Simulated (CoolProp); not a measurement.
Properties of cyclopentane along the isobar 1.16 MPa (Tc = 238.6 °C, pc = 4.583 MPa, ω = 0.202).

Model: reference Helmholtz-energy equation of state, Gedanitz 2015, in CoolProp.

```
T (°C)   phase  density (kg/m³)  isothermal compressibility (1/MPa)  expansivity (1/kK)  conductivity (mW/(m K))
------  ------  ---------------  ----------------------------------  ------------------  -----------------------
-3.95   liquid            769.2                            0.001008                   ?                      138
17.95   liquid            748.4                            0.001226               1.296                        ?
39.75   liquid            726.8                                   ?               1.391                      122
61.55   liquid            704.2                            0.001888               1.511                      114
83.45   liquid            680.2                            0.002416                   ?                      106
105.25  liquid            654.6                            0.003182               1.866                     98.8
127.15  liquid            626.5                            0.004381               2.151                     91.6
170.85     gas            26.29                               1.058               3.954                        ?
192.65     gas            24.27                               1.013               3.405                     34.8
214.55     gas            22.63                              0.9828               3.016                     37.5
```

Q: What belongs in the gaps?

A: 
- -3.95, expansivity (1/kK): 1.219
- 17.95, conductivity (mW/(m K)): 130
- 39.75, isothermal compressibility (1/MPa): 0.001509
- 83.45, expansivity (1/kK): 1.664
- 170.85, conductivity (mW/(m K)): 32.4

Thermal conductivity comes from a separate model (Vassiliou 2015).
